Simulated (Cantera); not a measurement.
# Thermodynamics of aluminium nitride and oxide growth, feed AlBr3 + H2O + N2

Input: 1 mol AlBr3, 1.1 mol H2O, 68 mol N2, equilibrated at 230 Pa.

Equilibrium computed with Cantera from the NASA thermochemical tables; the gas is ideal and each condensed phase is pure. Candidate condensed phases: Al, AlBr3, AlN, Al2O3, Br2, H2O; 41 gas species. Kinetics and transport are ignored.

From 925 K to 2125 K the condensed part is Al2O3(s). The main Al-bearing gas is AlBr3 at 925 K and AlBr at 2125 K.

```tsv
T (K)	x N2	x Br	x HBr	x H2	n Al2O3(s)
925	0.965	8.42e-5	0.0311	4.55e-5	0.367
1075	0.965	0.000536	0.0307	0.000272	0.367
1225	0.964	0.00209	0.0291	0.00105	0.367
1375	0.962	0.00573	0.0254	0.00285	0.367
1525	0.958	0.0123	0.0201	0.00545	0.367
1675	0.951	0.0224	0.0148	0.00788	0.367
1825	0.947	0.0292	0.00887	0.0104	0.366
1975	0.944	0.0332	0.00483	0.0113	0.366
2125	0.940	0.0357	0.00251	0.0101	0.363
```
x: gas mole fraction; n: condensed amount in mol.
